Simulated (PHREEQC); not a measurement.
A made-up water analysis in mmol/kgw, 20 °C, pH 6.41, pe 1.2: Na 13.4; K 9.8; Ca 3.39; Mg 12.7; Cl 39.8; S(6) 0.995; Alkalinity (meq/kgw) 15.3; B 0.237; Li 0.0147.

Valence states are taken as typed.

All values are PHREEQC results (ion-association model, phreeqc.dat), not measurements.

Precipitation was switched off in this run.

What specific conductance, charge-balance error does the model give?

specific conductance 4950 µS/cm; charge-balance error -1.6 %.

In which forms is Mg present?

Mg+2 91 %, MgHCO3+ 6.7 %, MgSO4 2.2 % of the Mg.

Complexes and solids missing from the database can't appear.
